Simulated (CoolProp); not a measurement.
Vapour-liquid equilibrium of n-hexane (1) + o-xylene (2) at 6.65 bar; x and y are mole fractions of (1).

Computed with CoolProp (multi-fluid Helmholtz-energy mixture model, Thol 2019 and Zhou 2012; pair parameters Bell 2016).

Give the bubble temperature and the first vapour's composition at x = 0.275, 0.425, 0.65. Is there an azeotrope?

x = 0.275: 192.8 °C, y = 0.610; x = 0.425: 178.3 °C, y = 0.758; x = 0.65: 162.1 °C, y = 0.887. No azeotrope shows between x = 0.05 and 0.95.

Pair parameters are fitted to limited data, so mixtures are less certain than the pure fluids.
